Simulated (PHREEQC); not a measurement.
Synthetic water in mg/kgw, 4.2 °C, pH 2.05, pe 9.2: Na 78.1; K 199; Ca 610; Mg 28.9; Cl 69.5; S(6) as SO4 2850; Mn(2) 4.81; Cu(2) 12.1.

Valence states are taken as typed.

Computed with PHREEQC (ion-association model, phreeqc.dat).

Precipitation was switched off in this run.

### Question
Order these Mn species by the share of Mn that they hold, largest first: MnSO4, MnCl+, Mn+2.

### Answer
Mn+2 (71 %), MnSO4 (28 %), MnCl+ (0.25 %)

The pH is 2.05 and the ionic strength 0.0715 mol/kgw. Examples of supersaturated solids here: Gypsum. Others may be too. Constants without temperature data keep their 25 °C values here.
